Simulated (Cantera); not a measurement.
A Cantera script and what it prints.

```python
import numpy as np
import cantera as ct

gas_names = """
    BF3 H2O B3O3F3 H
""".split()
cond_names = """
    B(b) B(L)
""".split()


# ... load() reads the species with a 1 bar reference pressure and builds the phases ...
species = {s.name: s for s in load("nasa_gas.yaml", gas_names) + load("nasa_condensed.yaml", cond_names)}
# Each term lists the table entries of one substance; the one whose range holds T is used.
reactions = {
    '2 B + BF3(g) + 3 H2O(g) = B3O3F3(g) + 6 H(g)':
        [(-2, ['B(b)', 'B(L)']), (-1, ['BF3']), (-3, ['H2O']), (1, ['B3O3F3']), (6, ['H'])],
}


def pick(names, T):
    return next(species[n] for n in names if species[n].thermo.min_temp <= T <= species[n].thermo.max_temp)


results = []
for label, terms in reactions.items():
    print(label)
    print("     T/K   dH/kJ  dS/(J/K)   dG/kJ   log10 K")
    for T in [300, 2448, 2498, 2548, 2598, 2648, 2698, 2748, 2798]:
        used = [(nu, pick(names, T)) for nu, names in terms]
        dH = sum(nu * s.thermo.h(T) for nu, s in used) / 1e6
        dS = sum(nu * s.thermo.s(T) for nu, s in used) / 1e3
        dG = dH - T * dS / 1e3
        logK = -dG * 1e6 / (ct.gas_constant * T * np.log(10))
        results.append((label, T, dH, dS, dG, logK, [s.name for _, s in used]))
        print(f"{T:8g} {dH:8.1f} {dS:8.1f} {dG:8.1f} {logK:8.2f}")
```

Result:

```
2 B + BF3(g) + 3 H2O(g) = B3O3F3(g) + 6 H(g)
     T/K   dH/kJ  dS/(J/K)   dG/kJ   log10 K
     300    804.1    198.7    744.5  -129.62
    2448    810.1    277.5    130.8    -2.79
    2498    811.1    277.9    116.9    -2.44
    2548    812.0    278.3    103.0    -2.11
    2598    813.0    278.6     89.1    -1.79
    2648    813.9    279.0     75.2    -1.48
    2698    814.8    279.3     61.2    -1.18
    2748    815.6    279.6     47.2    -0.90
    2798    816.4    279.9     33.2    -0.62
```

Cantera with NASA thermochemical tables; ideal gases at 1 bar, condensed phases pure. Condensed species are held in their standard states even where they would react or evaporate.
